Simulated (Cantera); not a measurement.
Charge: 1 mol HMDSO, 14 mol H2O, equilibrated at 0.100 bar.

Cantera equilibrium calculation (NASA polynomials, part measured and part estimated; ideal gas, pure solids and liquids). Candidate condensed phases: C, C6H6, C7H8, C8H18, H2O, Si, SiC, SiO2; 123 gas species. The feed counts by its element totals alone. The tables hold silica as quartz up to 1696 K and as liquid above; real silica turns to tridymite and cristobalite and melts near 1996 K. Gases not in the tables: Si(OH)4. Rates play no part.

log p: log10 of the partial pressure in bar; n: condensed amount in mol.

```csv
T (K),log p H2,log p CO,log p H2O,log p CO2,log p H,n SiO2(β-quartz),n SiO2(condensed)
1048,-1.18,-1.78,-1.88,-2.40,-8.70,2.00,0
1123,-1.18,-1.76,-1.86,___,___,2.00,0
1198,-1.19,-1.75,-1.84,-2.54,-7.31,2.00,0
1273,-1.19,-1.74,-1.83,___,___,2.00,0
1348,-1.19,-1.73,-1.82,-2.66,-6.23,2.00,0
1423,-1.19,-1.73,-1.82,-2.71,-5.77,2.00,0
1498,-1.19,-1.72,-1.81,-2.75,-5.36,2.00,0
1573,-1.20,-1.72,-1.81,-2.79,-4.99,2.00,0
1648,-1.20,-1.72,-1.80,-2.83,-4.65,2.00,0
1723,-1.20,-1.71,-1.80,-2.86,-4.34,0,2.00
1798,-1.20,-1.71,-1.80,-2.89,-4.05,0,2.00
1873,-1.20,-1.71,-1.79,-2.92,-3.79,0,1.99
1948,-1.20,-1.71,-1.79,-2.94,-3.55,0,1.96
```

Task: Some entries are withheld; supply them.

Result: 
- 1123, log p CO2: -2.47
- 1123, log p H: -7.96
- 1273, log p CO2: -2.60
- 1273, log p H: -6.74
